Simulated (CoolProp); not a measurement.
A simple Rankine cycle with neopentane: condensing at 297.15 K, boiler at 2.19 MPa, turbine inlet 450.3 K, turbine efficiency 0.6, pump efficiency 0.7, no recuperator. Each further row changes one setting.

Values from CoolProp's reference Helmholtz-energy equation of state, Lemmon 2006. It is a short technical equation, of lower accuracy than the large ones.

| case | thermal efficiency (%) | net work (kJ/kg) | heat in (kJ/kg) | turbine exit temperature (K) | volume ratio over the turbine |
|---|---|---|---|---|---|
| as stated | 10.7 | [?] | 575 | 403.6 | [?] |
| turbine inlet 470.3 K | 10.5 | 66.2 | 629 | 425.6 | 14.7 |
| condensing temperature 289.15 K | [?] | 68.3 | 594 | 400.1 | 19.9 |
| boiler pressure 1.53 MPa | 9.6 | [?] | 593 | [?] | [?] |
| turbine efficiency 0.5 | 8.8 | 50.5 | 575 | [?] | 15.5 |

Question: Some entries are withheld; supply them.

Answer: 
- as stated, net work (kJ/kg): 61.5
- as stated, volume ratio over the turbine: 15.3
- condensing temperature 289.15 K, thermal efficiency (%): 11.5
- boiler pressure 1.53 MPa, net work (kJ/kg): 56.7
- boiler pressure 1.53 MPa, turbine exit temperature (K): 413.6
- boiler pressure 1.53 MPa, volume ratio over the turbine: 9.87
- turbine efficiency 0.5, turbine exit temperature (K): 408.6
